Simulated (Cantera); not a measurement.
**Thermodynamics of fluorocarbon and chlorocarbon gases, feed CH3F + F2**

Feed: 1 mol CH3F, 0.014 mol F2, held at 18.0 mbar.

Equilibrium computed with Cantera from the NASA thermochemical tables; the gas is ideal and each condensed phase is pure. Candidate condensed phases: C, C6H6, C7H8, C8H18; 110 gas species. Ions and electrons are included (thermal ionisation). Rates play no part.

At 3000 K the condensed part is C(graphite). From 3250 K to 5000 K nothing is condensed. The main C-bearing gas is C3 at 3000 K and C at 5000 K.

```tsv
T (K)	x H	x HF	x F	x C	x H2	x C3	x C2	n C(graphite)
3000	0.441	0.375	0.00730	0.00282	0.140	0.0173	0.00176	0.761
3250	0.522	0.279	0.0288	0.0182	0.0476	0.0760	0.0112	0
3500	0.579	0.184	0.0832	0.0527	0.0173	0.0529	0.0186	0
3750	0.598	0.0851	0.146	0.111	0.00641	0.0231	0.0204	0
4000	0.597	0.0316	0.181	0.165	0.00252	0.00506	0.0130	0
4250	0.596	0.0118	0.195	0.187	0.00111	0.000694	0.00571	0
4500	0.596	0.00470	0.201	0.195	0.000535	9.38e-5	0.00235	0
4750	0.596	0.00204	0.203	0.197	0.000279	1.47e-5	0.00101	0
5000	0.596	0.000953	0.204	0.198	0.000155	2.72e-6	0.000470	0
```
x: gas mole fraction; n: condensed amount in mol.
